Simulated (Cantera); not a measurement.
Charge: 1 mol SiH4, 0.05 mol O2, 0.27 mol H2, equilibrated at 15.0 mbar.

These are equilibrium values from Cantera (NASA tables, ideal gas, pure condensed phases), not measurements of a reactor. Candidate condensed phases: H2O, Si, SiO2; 18 gas species. Mutual solubility and eutectic melting of coexisting phases are not modelled. The tables hold silica as quartz up to 1696 K and as liquid above; real silica turns to tridymite and cristobalite and melts near 1996 K. The numbers say what is thermodynamically allowed, not how fast it happens.

Q: Which condensed phases are stable at each of these points (T (°C)): 975, 1025, 1075, 1125, 1175, 1225, 1275?

A: 
| T (°C) | condensed phases | Si condensed (%) |
|---|---|---|
| 975 | Si(s) + SiO2(β-quartz) | 100.0 |
| 1025 | Si(s) + SiO2(β-quartz) | 99.9 |
| 1075 | Si(s) + SiO2(β-quartz) | 99.6 |
| 1125 | Si(s) + SiO2(β-quartz) | 98.9 |
| 1175 | Si(s) + SiO2(β-quartz) | 97.0 |
| 1225 | Si(s) + SiO2(β-quartz) | 92.2 |
| 1275 | Si(s) | 90.0 |

From 975 °C to 1225 °C the condensed part is Si(s) + SiO2(β-quartz). At 1275 °C the condensed part is Si(s).
